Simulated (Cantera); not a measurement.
Input (Python, Cantera):

```python
import numpy as np
import cantera as ct

surf = ct.Interface("ptcombust.yaml", "Pt_surf")
gas = surf.adjacent["gas"]
gas.TPX = 300, 44000, {'CH4': 0.07, 'O2': 0.081, 'N2': 0.79}
jet = ct.ImpingingJet(gas=gas, width=0.095, surface=surf)
jet.inlet.mdot, jet.inlet.T, jet.inlet.X = 0.082, 300, {'CH4': 0.07, 'O2': 0.081, 'N2': 0.79}
jet.set_refine_criteria(ratio=10, slope=0.2, curve=0.3)
show, cover = ['CH4', 'O2', 'H2O', 'OH', 'CO', 'CO2'], ["PT(S)", "H(S)", "O(S)", "OH(S)", "CO(S)", "C(S)"]

rows = []
print(f"{'Ts/K':>7s}" + "".join(f"{s:>11s}" for s in show + cover) + "   (gas at the wall, coverages)")
for i, Ts in enumerate([950, 1000, 1050, 1100, 1150, 1200]):
    jet.surface.T = Ts
    if i == 0:
        surf.TP = Ts, 44000
        surf.coverages = "PT(S):0.5, O(S):0.5"
        surf.advance_coverages(1.0)
        jet.set_initial_guess(products="inlet")
    jet.solve(loglevel=0, auto=(i == 0))
    rows.append([*(jet.X[gas.species_index(s), -1] for s in show), *surf[cover].coverages])
    print(f"{Ts:7g}" + "".join(f"{x:11.3e}" for x in rows[-1]))
```

Result:

```
   Ts/K        CH4         O2        H2O         OH         CO        CO2      PT(S)       H(S)       O(S)      OH(S)      CO(S)       C(S)   (gas at the wall, coverages)
    950  1.852e-02  5.017e-03  8.829e-02  2.152e-11  5.817e-02  7.167e-05  2.042e-01  2.366e-03  1.213e-07  9.846e-07  1.451e-01  6.483e-01
   1000  9.538e-03  2.620e-03  8.365e-02  8.353e-11  6.722e-02  1.576e-04  2.947e-01  3.619e-03  1.126e-07  1.218e-06  1.537e-01  5.479e-01
   1050  2.447e-03  7.691e-04  7.892e-02  3.631e-10  7.299e-02  1.654e-03  5.656e-01  5.026e-03  3.526e-07  3.052e-06  2.923e-01  1.371e-01
   1100  1.427e-03  4.871e-04  7.501e-02  1.105e-09  6.982e-02  6.331e-03  7.262e-01  4.979e-03  1.026e-06  5.083e-06  2.343e-01  3.443e-02
   1150  1.057e-03  3.802e-04  6.901e-02  3.036e-09  6.284e-02  1.450e-02  8.339e-01  4.752e-03  2.274e-06  6.805e-06  1.498e-01  1.150e-02
   1200  8.876e-04  3.284e-04  6.211e-02  7.537e-09  5.440e-02  2.408e-02  9.044e-01  4.469e-03  4.195e-06  8.039e-06  8.640e-02  4.705e-03
```

Detailed kinetics in Cantera: Deutschmann's 1995 Pt surface mechanism with GRI-Mech 3.0 gas chemistry. Catalytic surfaces can have several steady states; this one follows from the mechanism file's or the stated starting coverage.
